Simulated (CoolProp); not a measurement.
Vapour-liquid equilibrium of benzene (1) + m-xylene (2) at 99.7 kPa; x and y are mole fractions of (1).

Computed with CoolProp (multi-fluid Helmholtz-energy mixture model, Thol 2012 and Zhou 2012; pair parameters Bell 2016).

```csv
x,bubble temperature (K),y at the bubble point,dew temperature at overall composition x (K),liquid density (mol/L)
0.05,405.4,0.192,410.1,7.273
0.125,___,0.402,407.7,7.498
0.2,390.7,0.550,405.2,7.720
0.275,384.9,___,402.5,7.944
0.35,379.8,0.736,399.6,8.169
0.425,375.4,0.797,396.5,8.399
0.5,371.4,0.845,393.1,8.634
0.575,367.9,0.883,389.4,8.876
0.65,364.6,0.913,385.2,___
0.725,361.7,0.939,___,9.384
0.8,359.0,0.960,375.1,9.652
0.875,356.5,0.977,368.6,9.930
0.95,354.1,0.992,360.2,10.22
```

Question: Some entries are withheld; supply them.

Answer: 
- 0.125, bubble temperature (K): 397.4
- 0.275, y at the bubble point: 0.656
- 0.65, liquid density (mol/L): 9.126
- 0.725, dew temperature at overall composition x (K): 380.6

No azeotrope shows between x = 0.05 and 0.95.

Pair parameters are fitted to limited data, so mixtures are less certain than the pure fluids.
